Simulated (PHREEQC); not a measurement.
Make-up at 25 °C: 0.016 mol Cd(NO3)2 per kg of water. Closed to the air; pH follows from the charge balance.

Equilibrium calculation in PHREEQC: ion-association model, wateq4f.dat.

Each row changes one thing in this solution. This is a speciation only: nothing precipitates in the calculation.

| case | pH | ionic strength (mol/kgw) | CdOH+ (mol/kgw) | Cd2OH+3 (mol/kgw) |
|---|---|---|---|---|
| as made | 6.07 | 0.0469 | 8.44e-7 | 1.38e-7 |
| diluted 100-fold with water | 6.83 | 0.000480 | 8.30e-8 | 7.18e-11 |
| diluted 10-fold with water | 6.48 | 0.00478 | 3.19e-7 | 3.34e-9 |
| Cd(NO3)2 from 0.016 to 0.08 mol/kgw | 5.69 | 0.225 | 1.19e-6 | 1.39e-6 |
| temperature from 25 to 35 °C | 5.92 | 0.0472 | 1.22e-6 | 1.81e-7 |
| Cd(NO3)2 from 0.016 to 0.024 mol/kgw | 5.99 | 0.0698 | 9.54e-7 | 2.59e-7 |
| Cd(NO3)2 from 0.016 to 0.0016 mol/kgw | 6.48 | 0.00478 | 3.19e-7 | 3.34e-9 |
| temperature from 25 to 65 °C | 5.52 | 0.0476 | 3.16e-6 | 3.65e-7 |
| Cd(NO3)2 replaced by CdBr2 at the same molality | 6.27 | 0.0267 | 5.57e-7 | 2.90e-8 |

At this temperature some constants are extrapolated from 25 °C, and those without enthalpy data are left unchanged.
